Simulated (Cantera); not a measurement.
## Catalytic stagnation flow on Pt

A jet of 2.26 % CH4, 8.47 % O2, 89.3 % N2, equivalence ratio 0.53 at 300 K and 23000 Pa hits a platinum plate 2.1 cm away at a mass flux of 0.069 kg/m²/s; the plate temperature is set and raised in steps from an oxygen-covered start.

Cantera simulation using Deutschmann's 1995 Pt surface mechanism with GRI-Mech 3.0 gas chemistry; the numbers are that mechanism's predictions, not measurements. Catalytic surfaces can have several steady states; this one follows from the mechanism file's or the stated starting coverage.

```csv
plate T (K),wall x CH4,wall x O2,wall x H2O,wall x OH,wall x CO,wall x CO2,θ free Pt,θ O*,θ OH*
950,0.0102,0.0585,0.0231,5.56e-8,5.12e-6,0.0151,0.248,0.750,0.00171
1000,0.00729,0.0523,0.0284,1.51e-7,4.97e-6,0.0187,0.320,0.679,0.00170
1050,0.00535,0.0482,0.0319,3.62e-7,4.86e-6,0.0210,0.390,0.608,0.00159
1100,0.00407,0.0456,0.0342,7.86e-7,4.88e-6,0.0225,0.459,0.539,0.00145
1150,0.00322,0.0438,0.0357,1.57e-6,5.04e-6,0.0235,0.525,0.474,0.00129
1200,0.00263,0.0427,0.0367,2.93e-6,5.36e-6,0.0241,0.586,0.413,0.00113
1250,0.00222,0.0419,0.0373,5.16e-6,5.87e-6,0.0245,0.643,0.356,0.000984
```
x: mole fraction at the wall; θ: surface coverage.
